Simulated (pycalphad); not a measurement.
# Effect of Fe content in Al-Si-Fe

Source of the numbers: pycalphad with the COST 507 light-alloy database (1999); pressure 1 atm. These are 1990s assessments: newer ones move some temperatures and phases. Phase fractions are per mole of atoms.

```
alloy                   liquidus (°C)  first solid  solidus (°C)                           phases at 377 °C
----------------------  -------------  -----------  ------------  -----------------------------------------
Al-0.2Si-0.21Fe (at.%)              ?          fcc           642                                          ?
Al-0.2Si-0.32Fe (at.%)            657          fcc           642                fcc 0.98, ALFESI_ALPHA 0.02
Al-0.2Si-0.42Fe (at.%)            656          fcc           642                fcc 0.98, ALFESI_ALPHA 0.02
Al-0.2Si-0.84Fe (at.%)            653          fcc           642  fcc 0.96, ALFESI_ALPHA 0.02, AL13FE4 0.02
```

What belongs in the gaps?


- Al-0.2Si-0.21Fe (at.%), liquidus (°C): 658
- Al-0.2Si-0.21Fe (at.%), phases at 377 °C: fcc 0.99, ALFESI_ALPHA 0.01, ALFESI_BETA under 0.01

Database names, with the compositions (at.%) that they take in these runs: AL13FE4: Al 76 Fe 24; ALFESI_ALPHA: Al 71-74 Fe 19 Si 7-10; ALFESI_BETA: Al 70 Si 15 Fe 15.
